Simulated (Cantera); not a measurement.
A closed system holds: 1 mol MgO, 0.28 mol H₂S, 4.7 mol H₂O, at 74000 Pa.

Method: chemical equilibrium by Gibbs-energy minimisation in Cantera with the NASA 1993 tables (ideal gas, pure condensed phases). Candidate condensed phases: H₂O, H₂SO₄, Mg, MgO, Mg(OH)₂, MgS, MgSO₄, S; 26 gas species. The numbers say what is thermodynamically allowed, not how fast it happens.

### Question
At 1673 K, list the 5 most abundant gas species with their mole fractions, and the condensed phases.

### Answer
H₂O 0.842, H₂ 0.109, SO₂ 0.0321, H₂S 0.0108, S₂ 0.00452. Condensed: MgO(s).
